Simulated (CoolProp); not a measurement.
Properties of C3F8 (R218) along the isotherm 381.1 K.

Computed with CoolProp (reference Helmholtz-energy equation of state, Lemmon 2006). It is a short technical equation, of lower accuracy than the large ones.

| p (MPa) | phase | viscosity (µPa s) | Prandtl number |
|---|---|---|---|
| 1.33 | gas | 16.5 | 0.782 |
| 2.67 | supercritical | 19.4 | 0.917 |
| 4 | supercritical | 28.4 | 1.44 |
| 5.33 | supercritical | 47.1 | 2.21 |
| 6.67 | supercritical | 63.0 | 2.46 |
| 8 | supercritical | 74.5 | 2.61 |
| 9.33 | supercritical | 83.9 | 2.72 |
| 10.7 | supercritical | … | 2.82 |
| 12 | supercritical | … | 2.91 |
| 13.3 | supercritical | … | 2.98 |
| 14.7 | supercritical | 113 | 3.06 |
| 16 | supercritical | 119 | 3.12 |
| 17.3 | supercritical | 124 | 3.18 |
| 18.7 | supercritical | 130 | 3.24 |
| 20 | supercritical | … | … |

Q: What belongs in the gaps?

A: 
- 10.7, viscosity (µPa s): 92.3
- 12, viscosity (µPa s): 99.5
- 13.3, viscosity (µPa s): 106
- 20, viscosity (µPa s): 136
- 20, Prandtl number: 3.29

Viscosity comes from a separate model (Huber 2003), an estimate that may be off by 10 % or more. Thermal conductivity comes from a separate model (Huber 2003), an estimate that may be off by 10 % or more.
